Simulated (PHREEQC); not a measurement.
Solution (82 °C): 64 mmol/kgw ZnCl2. Closed to the air; pH follows from the charge balance.

Equilibrium calculation in PHREEQC: ion-association model, phreeqc.dat.

Precipitation was switched off in this run.

Task: Order these Zn species by the share of Zn that they hold, largest first: ZnCl3-, Zn+2, ZnCl2, ZnCl+.

Result: Zn+2 (59 %), ZnCl+ (39 %), ZnCl2 (2.4 %), ZnCl3- (0.37 %)

Task: Order these Cl species by the share of Cl that they hold, largest first: ZnCl2, ZnCl3-, Cl-, ZnCl+.

Result: Cl- (78 %), ZnCl+ (19 %), ZnCl2 (2.4 %), ZnCl3- (0.56 %)

The pH is 4.64 and the ionic strength 0.137 mol/kgw. Species that the database lacks are ignored. Away from 25 °C the constants follow the database's enthalpies or fits; those with neither stay at their 25 °C values.
